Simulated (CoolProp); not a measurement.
Vapour-liquid equilibrium of CHF3 (R23) (1) + R113 (2) at 274.4 K; x and y are mole fractions of (1).

The numbers come from the multi-fluid Helmholtz-energy mixture model, Penoncello 2003 and Marx 1992; pair parameters Bell 2016 in CoolProp.

```csv
x,bubble pressure (kPa),y at the bubble point,dew pressure at overall composition x (kPa),liquid density (mol/L)
0.05,215.6,0.924,16.82,8.878
0.125,539.9,0.968,18.28,9.253
0.2,863.6,0.979,20.01,9.648
0.275,1157,0.983,22.10,10.06
0.35,1400,0.986,24.66,10.50
0.425,1587,0.987,27.90,10.96
0.5,1721,0.988,32.11,11.44
0.575,1817,0.988,37.81,11.94
0.65,1894,0.989,45.95,12.45
0.725,1972,0.990,58.57,12.98
0.8,2069,0.991,80.75,13.51
0.875,2204,0.992,130.0,14.01
0.95,2400,0.996,333.9,14.44
```

No azeotrope shows between x = 0.05 and 0.95.

Pair parameters are fitted to limited data, so mixtures are less certain than the pure fluids. The gap from Raoult's law changes sign with composition, which may be real or a fault of the pair parameters; it wasn't checked against measurements. With so large a gap from Raoult's law the liquid may split in two, which this calculation doesn't test in full.
